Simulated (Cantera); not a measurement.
A Cantera script and its output.

```python
import numpy as np
import cantera as ct

gas = ct.Solution("gri30.yaml")
gas.TPX = 725, 730000, {'CH4': 1, 'H2': 0.15, 'O2': 1.89, 'N2': 12.8, 'H2O': 0.63}
inlet = ct.Reservoir(gas, clone=True)
gas.equilibrate("HP")  # start burning
reactor = ct.IdealGasConstPressureReactor(gas, energy="on", clone=False)
exhaust = ct.Reservoir(gas, clone=True)
tau = [0.1, 0.032, 0.01, 0.0033, 0.0011, 0.00034, 0.00011, 3.5e-05, 1.1e-05, 3.6e-06][0]
for a, b in ((inlet, reactor), (reactor, exhaust)):
    ct.MassFlowController(a, b, mdot=lambda t: reactor.mass / tau)
net = ct.ReactorNet([reactor])
show = ['CH4', 'H2', 'O2', 'C2H6', 'OH', 'CH2CO', 'C2H']

rows = []
print(f"{'tau/s':>10s}{'T/K':>9s}" + "".join(f"{s:>11s}" for s in show))
for tau in [0.1, 0.032, 0.01, 0.0033, 0.0011, 0.00034, 0.00011, 3.5e-05, 1.1e-05, 3.6e-06]:
    net.initial_time = 0.0
    net.advance(30 * tau)
    before = gas.X
    net.advance(40 * tau)
    drift = np.max(np.abs(gas.X - before) / (gas.X + 1e-9))
    rows.append([gas.T, *gas[show].X, drift])
    print(f"{tau:10.3e}{gas.T:9.1f}" + "".join(f"{x:11.3e}" for x in gas[show].X))
```

It prints:

```
     tau/s      T/K        CH4         H2         O2       C2H6         OH      CH2CO        C2H
 1.000e-01   1932.3  6.351e-05  9.621e-03  1.323e-04  1.235e-08  1.314e-04  1.036e-07  3.150e-10
 3.200e-02   1929.6  9.817e-05  9.622e-03  2.889e-04  4.237e-08  1.877e-04  2.822e-07  1.064e-09
 1.000e-02   1924.2  1.449e-04  9.681e-03  6.149e-04  1.226e-07  2.805e-04  6.679e-07  2.971e-09
 3.300e-03   1914.2  2.229e-04  9.834e-03  1.263e-03  3.239e-07  4.020e-04  1.390e-06  7.122e-09
 1.100e-03   1893.6  4.137e-04  1.014e-02  2.741e-03  1.066e-06  5.104e-04  3.240e-06  1.734e-08
 3.400e-04    725.0  6.072e-02  9.107e-03  1.148e-01  1.141e-16  2.311e-18  4.262e-17  3.213e-38
 1.100e-04    725.0  6.072e-02  9.107e-03  1.148e-01  1.044e-21  1.052e-18  2.195e-23  4.296e-42
 3.500e-05    725.0  6.072e-02  9.107e-03  1.148e-01  3.746e-23  4.854e-19 -9.528e-29 -1.058e-47
 1.100e-05    725.0  6.072e-02  9.107e-03  1.148e-01  1.532e-24  2.697e-19 -7.537e-33 -3.402e-52
 3.600e-06    725.0  6.072e-02  9.107e-03  1.148e-01  3.905e-26  1.773e-19  3.528e-36  2.152e-57
```

Cantera simulation using GRI-Mech 3.0 (53 species, 325 reactions); the numbers are that mechanism's predictions, not measurements.
